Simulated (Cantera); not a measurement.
Cantera with NASA thermochemical tables; ideal gases at 1 bar, condensed phases pure. Values are per mole of reaction as written; species without (g) are pure solids or liquids, kept so even where they would boil at 1 bar.

2 B + 3 NO(g) ⇌ B2O3(g) + 3 N(g)

```
T (K)  ΔH° (kJ)  ΔS° (J/K)  ΔG° (kJ)  log10 K
-----  --------  ---------  --------  -------
2625      214.3       72.4      24.2    -0.48
2675      214.0       72.3      20.6    -0.40
2725          ?          ?         ?        ?
2775          ?          ?         ?        ?
2825      212.9       71.9       9.8    -0.18
2875      212.6       71.8       6.2    -0.11
```

Question: Fill in the missing entries.

Answer: 
- 2725, ΔH° (kJ): 213.6
- 2725, ΔS° (J/K): 72.2
- 2725, ΔG° (kJ): 17.0
- 2725, log10 K: -0.33
- 2775, ΔH° (kJ): 213.3
- 2775, ΔS° (J/K): 72.0
- 2775, ΔG° (kJ): 13.4
- 2775, log10 K: -0.25
